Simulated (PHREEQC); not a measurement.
Solution (25 °C): 0.082 mol CaCl2 and 0.00015 mol NaF per kg of water. It is in equilibrium with CO2 at log p = -3.4 (atm). Otherwise closed; pH follows from the charge balance.

All values are PHREEQC results (ion-association model, phreeqc.dat), not measurements.

No solid was allowed to form.

Problem. Order these C species by the share of C that they hold, largest first: CO2, CaHCO3+, HCO3-.

Solution. CO2 (77 %), HCO3- (18 %), CaHCO3+ (5.6 %)

The pH is 5.56 and the ionic strength 0.246 mol/kgw. The solution is supersaturated, for example in Fluorite, so a real one may precipitate; this is no full list. Complexes and solids missing from the database can't appear.
